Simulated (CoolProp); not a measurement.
Vapour-liquid equilibrium of propane (1) + isobutene (2) at 233.3 K; x and y are mole fractions of (1).

The numbers come from the multi-fluid Helmholtz-energy mixture model, Lemmon 2009 and Lemmon 2005; pair parameters Bell 2016 in CoolProp.

```json
[
 {"x": "0.05", "bubble pressure, mixture model (kPa)": "29.54", "bubble pressure, Raoult's law (kPa)": "27.13", "y, mixture model": "0.266", "y, Raoult's law": "0.206"},
 {"x": "0.15", "bubble pressure, mixture model (kPa)": "40.75", "bubble pressure, Raoult's law (kPa)": "36.04", "y, mixture model": "0.514", "y, Raoult's law": "0.465"},
 {"x": "0.25", "bubble pressure, mixture model (kPa)": "49.92", "bubble pressure, Raoult's law (kPa)": "44.96", "y, mixture model": "0.640", "y, Raoult's law": "0.622"},
 {"x": "0.35", "bubble pressure, mixture model (kPa)": "58.10", "bubble pressure, Raoult's law (kPa)": "53.88", "y, mixture model": "0.723", "y, Raoult's law": "0.727"},
 {"x": "0.45", "bubble pressure, mixture model (kPa)": "65.89", "bubble pressure, Raoult's law (kPa)": "62.80", "y, mixture model": "0.786", "y, Raoult's law": "0.801"},
 {"x": "0.55", "bubble pressure, mixture model (kPa)": "73.68", "bubble pressure, Raoult's law (kPa)": "71.71", "y, mixture model": "0.838", "y, Raoult's law": "0.858"},
 {"x": "0.65", "bubble pressure, mixture model (kPa)": "81.67", "bubble pressure, Raoult's law (kPa)": "80.63", "y, mixture model": "0.884", "y, Raoult's law": "0.902"},
 {"x": "0.75", "bubble pressure, mixture model (kPa)": "89.97", "bubble pressure, Raoult's law (kPa)": "89.55", "y, mixture model": "0.923", "y, Raoult's law": "0.937"},
 {"x": "0.85", "bubble pressure, mixture model (kPa)": "98.59", "bubble pressure, Raoult's law (kPa)": "98.47", "y, mixture model": "0.958", "y, Raoult's law": "0.965"},
 {"x": "0.95", "bubble pressure, mixture model (kPa)": "107.4", "bubble pressure, Raoult's law (kPa)": "107.4", "y, mixture model": "0.987", "y, Raoult's law": "0.989"}
]
```

The largest gap from Raoult's law is +13.1 % in bubble pressure, at x = 0.15. No azeotrope shows between x = 0.05 and 0.95.

Pair parameters are fitted to limited data, so mixtures are less certain than the pure fluids.
